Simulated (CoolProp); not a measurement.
p-xylene at 296 K and 0.115 MPa is throttled through a valve to 0.0289 MPa with no heat exchange. Each further row changes one setting.

Values from CoolProp's reference Helmholtz-energy equation of state, Zhou 2012.

| case | temperature change (K) | final density (kg/m³) |
|---|---|---|
| as stated | +0.0 | 859 |
| outlet pressure 0.00867 MPa | +0.1 | 858 |
| outlet pressure 0.0376 MPa | +0.0 | 859 |
